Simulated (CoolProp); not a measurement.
Computed with CoolProp (reference Helmholtz-energy equation of state, Lemmon 2000). It is a pseudo-pure fit of the blend.

Question: For dry air, give the phase and the density (kg/m³), cv (kJ/(kg K)), speed of sound (m/s), Joule-Thomson coefficient (K/MPa) at 130.7 K and 15.9 MPa; 193.1 K and 15.9 MPa; 255.5 K and 15.9 MPa.

Answer: 
- 130.7 K and 15.9 MPa: liquid; density 687, cv 0.903, speed of sound 594, Joule-Thomson coefficient -0.0412
- 193.1 K and 15.9 MPa: supercritical; density 366, cv 0.817, speed of sound 353, Joule-Thomson coefficient 1.43
- 255.5 K and 15.9 MPa: supercritical; density 226, cv 0.765, speed of sound 368, Joule-Thomson coefficient 1.42
